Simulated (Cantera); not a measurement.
A closed system holds: 1 mol AlBr3, 25 mol O2, 24 mol H2, held at 90.0 Pa.

These are equilibrium values from Cantera (NASA tables, ideal gas, pure condensed phases), not measurements of a reactor. Candidate condensed phases: Al, AlBr3, Al2O3, Br2, H2O; 25 gas species. The numbers say what is thermodynamically allowed, not how fast it happens.

x: gas mole fraction; n: condensed amount in mol.

```json
[
 {"T (K)": "1498", "x H2O": "0.607", "x O2": "0.315", "x Br": "0.0671", "x OH": "0.00121", "x O": "7.38e-5", "x H": "4.67e-6", "x H2": "6.65e-5", "n Al2O3(s)": "0.500"},
 {"T (K)": "1598", "x H2O": "0.606", "x O2": "0.314", "x Br": "0.0682", "x OH": "0.00274", "x O": "0.000264", "x H": "2.71e-5", "x H2": "0.000234", "n Al2O3(s)": "0.500"},
 {"T (K)": "1698", "x H2O": "0.604", "x O2": "0.312", "x Br": "0.0690", "x OH": "0.00562", "x O": "0.000815", "x H": "0.000128", "x H2": "0.000709", "n Al2O3(s)": "0.500"},
 {"T (K)": "1798", "x H2O": "0.599", "x O2": "0.310", "x Br": "0.0696", "x OH": "(withheld)", "x O": "(withheld)", "x H": "(withheld)", "x H2": "(withheld)", "n Al2O3(s)": "0.500"},
 {"T (K)": "1898", "x H2O": "0.588", "x O2": "0.306", "x Br": "0.0698", "x OH": "0.0186", "x O": "0.00541", "x H": "0.00176", "x H2": "0.00454", "n Al2O3(s)": "0.500"},
 {"T (K)": "1998", "x H2O": "0.568", "x O2": "0.299", "x Br": "0.0695", "x OH": "(withheld)", "x O": "(withheld)", "x H": "(withheld)", "x H2": "(withheld)", "n Al2O3(s)": "0.500"},
 {"T (K)": "2098", "x H2O": "0.533", "x O2": "0.289", "x Br": "0.0685", "x OH": "0.0467", "x O": "0.0246", "x H": "0.0143", "x H2": "0.0193", "n Al2O3(s)": "0.499"},
 {"T (K)": "2198", "x H2O": "0.475", "x O2": "0.273", "x Br": "0.0662", "x OH": "0.0664", "x O": "0.0465", "x H": "0.0343", "x H2": "0.0341", "n Al2O3(s)": "0.498"}
]
```

Task: Some entries are withheld; supply them.

Result: 
- 1798, x OH: 0.0106
- 1798, x O: 0.00222
- 1798, x H: 0.000511
- 1798, x H2: 0.00189
- 1998, x OH: 0.0305
- 1998, x O: 0.0120
- 1998, x H: 0.00530
- 1998, x H2: 0.00983
